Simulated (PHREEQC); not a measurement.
H3PO4 is added in steps, without added water, to 1 kg of water holding 0.55 mmol/kgw Ag2SO4 and 23 mmol/kgw Cu(NO3)2, at 25 °C. Oxygen alone is held at its pressure in air (log pO2 = -0.68). The system is closed to CO2. Nothing may precipitate in this run.

Base run: PHREEQC, ion-association model, wateq4f.dat. Each further column changes one thing. The table gives HSO4- (mol/kgw).

```csv
H3PO4 added (mol),base,Cu(NO3)2 left out,Cu(NO3)2 from 0.023 to 0.23 mol/kgw,temperature from 25 to 10 °C,solids may form
0,4.15e-7,4.73e-9,4.79e-7,2.12e-7,4.34e-7
0.002531,2.51e-5,6.98e-5,9.25e-6,2.02e-5,2.51e-5
0.004219,3.75e-5,9.71e-5,1.43e-5,3.05e-5,3.75e-5
0.00675,5.27e-5,0.000127,2.08e-5,4.34e-5,5.27e-5
0.009281,6.52e-5,0.000148,2.65e-5,5.42e-5,6.52e-5
0.01097,7.25e-5,0.000160,2.99e-5,6.05e-5,7.25e-5
0.0135,8.23e-5,?,3.46e-5,6.91e-5,8.23e-5
0.01603,9.11e-5,0.000188,3.90e-5,7.69e-5,9.11e-5
0.01772,9.64e-5,0.000196,4.16e-5,8.16e-5,9.64e-5
0.02025,0.000104,0.000205,?,8.82e-5,0.000104
0.02278,0.000111,0.000214,4.90e-5,9.43e-5,0.000111
0.02447,0.000115,?,5.13e-5,9.81e-5,0.000115
0.027,0.000121,0.000227,5.45e-5,0.000104,0.000121
```

Fill in the missing entries.


- 0.0135, Cu(NO3)2 left out: 0.000175
- 0.02025, Cu(NO3)2 from 0.023 to 0.23 mol/kgw: 4.55e-5
- 0.02447, Cu(NO3)2 left out: 0.000220

In at least one series the solution becomes supersaturated in solids that the run did not let form, among them Brochantite. H3PO4, which wateq4f.dat lacks, is added to it with the constant of phreeqc.dat. The database has no phosphate complexes of Cu, Ag. The database has no phosphate complexes of Ag. The ionic strength passes 0.7 mol/kgw, the rough limit of the ion-association models, in part of: Cu(NO3)2 from 0.023 to 0.23 mol/kgw. Constants without temperature data keep their 25 °C values here. Solids allowed in the column 'solids may form': Cu(OH)2, Brochantite, Antlerite, Cu2(OH)3NO3, Cu3(PO4)2:3H2O, Ag2O, Ag3PO4, Ag2SO4, Chalcanthite.
